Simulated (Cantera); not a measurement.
A perfectly stirred reactor is fed with 5.26 % CH4, 94.7 % H2, at 2500 Pa; it is held at 1598 K, and followed from long to short residence time.

Computed with Cantera and GRI-Mech 3.0 (53 species, 325 reactions). GRI-Mech 3.0 stops at C3 and has no aromatics, soot or wall deposition, so with more carbon than oxygen in the feed, carbon stays in small species such as C2H2 where larger ones or solid carbon would form. Radical loss at walls, strong at low pressure, is not modelled.

### Question
Predict: x(CH4) at τ = 25.0 s; x(H2) at τ = 25.0 s; x(C2H) at τ = 25.0 s; x(CH3) at τ = 25.0 s; x(CH2) at τ = 25.0 s; x(CH4) at τ = 0.160 s; x(H2) at τ = 0.160 s; x(CH3) at τ = 0.160 s; x(CH2) at τ = 0.160 s.

### Answer
| Quantity | Result |
|---|---|
| x(CH4) at τ = 25.0 s | 0.0134 |
| x(H2) at τ = 25.0 s | 0.968 |
| x(C2H) at τ = 25.0 s | 1.96e-8 |
| x(CH3) at τ = 25.0 s | 8.66e-5 |
| x(CH2) at τ = 25.0 s | 2.48e-8 |
| x(CH4) at τ = 0.160 s | 0.0504 |
| x(H2) at τ = 0.160 s | 0.948 |
| x(CH3) at τ = 0.160 s | 0.000242 |
| x(CH2) at τ = 0.160 s | 4.89e-8 |
